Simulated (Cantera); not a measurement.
Input: 1 mol PbO, 0.54 mol CH4, 0.038 mol CO, at 1148 K and 10.0 mbar.

Method: chemical equilibrium by Gibbs-energy minimisation in Cantera with the NASA 1993 tables (ideal gas, pure condensed phases). Candidate condensed phases: C, C6H6, C7H8, C8H18, H2O, Pb, PbO, PbO2, Pb3O4; 113 gas species. The numbers say what is thermodynamically allowed, not how fast it happens.

Base state: H2 0.450, CO 0.252, H2O 0.183, CO2 0.0867, Pb 0.0280 (mole fractions); condensed: Pb(l).

### Question
What changes in the equilibrium state with this change: PbO replaced by Fe3O4?

### Answer
```json
[
 {"species": "H2", "before": "0.450", "after": "0.463"},
 {"species": "CO", "before": "0.252", "after": "0.259"},
 {"species": "H2O", "before": "0.183", "after": "0.188"},
 {"species": "Pb", "before": "0.0280", "after": "0"},
 {"species": "CO2", "before": "0.0867", "after": "0.0892"},
 {"species": "Pb(l), mol", "before": "0.952", "after": "0"},
 {"species": "FeO(s), mol", "before": "0", "after": "3.00"}
]
```
The tables' stoichiometric FeO is somewhat more stable than real wüstite, so its field is too wide. FeO: taken at fixed stoichiometry. Further candidate phases: Fe, Fe(CO)5, FeO, Fe(OH)2, Fe(OH)3, Fe2O3, Fe3O4.
